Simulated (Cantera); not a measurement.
Charge: 1 mol Si, 6.9 mol H₂, at 1350 K and 280000 Pa.

Method: chemical equilibrium by Gibbs-energy minimisation in Cantera with the NASA 1993 tables (ideal gas, pure condensed phases). Candidate condensed phases: Si; 9 gas species. Rates play no part.

Base state: H₂ 1.000 (mole fractions); condensed: Si(s).

Problem. What changes in the equilibrium state with this change: Si replaced by SiCl₄?

Solution. 
| species | before | after |
|---|---|---|
| H₂ | 1.000 | 0.798 |
| HCl | 0 | 0.0771 |
| SiCl₄ | 0 | 0.0618 |
| SiHCl₃ | 0 | 0.0366 |
| SiCl₃ | 0 | 0.0117 |
| SiCl₂ | 0 | 0.0111 |
| SiH₂Cl₂ | 0 | 0.00317 |
| SiH₃Cl | 0 | 7.79e-5 |
| Si(s), mol | 1.000 | 0 |
The tables' values for SiCl₃ are old estimates; treat these amounts as uncertain.
